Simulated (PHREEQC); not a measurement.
Solution (25 °C and 300 atm): 8.2 mmol/kgw Al2(SO4)3. Closed to the air; pH follows from the charge balance.

All values are PHREEQC results (ion-association model, phreeqc.dat), not measurements.

| quantity | before | after |
|---|---|---|
| pH | 3.96 | 3.90 |
| ionic strength (mol/kgw) | 0.0399 | 0.0692 |
| HSO4- (mol/kgw) | 4.38e-5 | 7.49e-5 |

Problem. Name the change that produced these shifts.
A. Al2(SO4)3 from 0.0082 to 0.00738 mol/kgw
B. Al2(SO4)3 from 0.0082 to 0.0164 mol/kgw
C. diluted 2-fold with water
D. Al2(SO4)3 replaced by CaSO4 at the same molality
E. Al2(SO4)3 from 0.0082 to 0.0041 mol/kgw

Solution. B, Al2(SO4)3 from 0.0082 to 0.0164 mol/kgw

No solid was allowed to form. Some of these states are supersaturated (in Gibbsite (slow to form), for instance). Under pressure, the constants of complexes without a molar volume in the database are unreliable.
